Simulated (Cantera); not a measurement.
An isothermal, constant-pressure homogeneous reactor starts with CH4 : H2O : H2 = 1 : 1.2 : 0.061 (molar parts), at 1600 K and 2200000 Pa.

Model: GRI-Mech 3.0 (53 species, 325 reactions), integrated in Cantera. The pressure lies above the range GRI-Mech 3.0 was tuned for (to about 10 atm).

One state of this run: x CH4 = 0.196; x H2O = 0.305; x H2 = 0.380; x C2H2 = 0.0150; x H2O2 = <1e-12; x HCO = 1.25e-8; x HO2 = <1e-12. x: mole fraction; the columns are a selection and need not sum to one.

### Question
Which value of t (s) does it belong to?
A) 2.31
B) 0.0592
C) 0.370
D) 1.00e-6

### Answer
C, 0.370
